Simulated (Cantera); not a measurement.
**Equilibrium for boron, boron nitride and boron oxide: B2H6 + H2 + N2**

Charge: 1 mol B2H6, a varied amount of H2, 0.95 mol N2, held at 16.0 Pa.

Cantera equilibrium calculation (NASA polynomials, part measured and part estimated; ideal gas, pure solids and liquids). Candidate condensed phases: B, BN; 15 gas species. The feed counts by its element totals alone. N2 is the only nitrogen source here; it is nearly inert below about 1500 K, so the nitride shown seldom forms there in practice. Mutual solubility and eutectic melting of coexisting phases are not modelled. Kinetics and transport are ignored.

Q: Map the stable condensed phases over T = 1400, 1450, 1500, 1550, 1600, 1650, 1700, 1750, 1800, 1850 K and n(H2) in mol = 9.3, 20, 30, 40, 50, 60, 71, 81, 91, 100, 110, 120, 130.

A: 
```
T in K \ n(H2) in mol
         9.3  20  30  40  50  60  71  81  91 100 110 120 130
   1850    A   B   B   B   B   B   B   B   B   B   B   B   B
   1800    A   A   A   B   B   B   B   B   B   B   B   B   B
   1750    A   A   A   A   A   A   A   A   B   B   B   B   B
   1700    A   A   A   A   A   A   A   A   A   A   A   A   A
   1650    A   A   A   A   A   A   A   A   A   A   A   A   A
   1600    A   A   A   A   A   A   A   A   A   A   A   A   A
   1550    A   A   A   A   A   A   A   A   A   A   A   A   A
   1500    A   A   A   A   A   A   A   A   A   A   A   A   A
   1450    A   A   A   A   A   A   A   A   A   A   A   A   A
   1400    A   A   A   A   A   A   A   A   A   A   A   A   A
```
A: B + BN; B: B.
